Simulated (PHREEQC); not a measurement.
Make-up at 69 °C: 0.007 mol/kgw H2SO4, 0.0013 mol/kgw ZnSO4 and 0.025 mol/kgw MgBr2. Closed to the air; pH follows from the charge balance.

All values are PHREEQC results (ion-association model, phreeqc.dat), not measurements.

Precipitation was switched off in this run.

**Question.** What pH does the model give?

**Answer.** pH 2.03.

**Question.** In which forms is S present?

**Answer.** MgSO4 45 %, HSO4- 31 %, SO4-2 23 %, ZnSO4 1.2 % of the S.

At this temperature some constants are extrapolated from 25 °C, and those without enthalpy data are left unchanged.
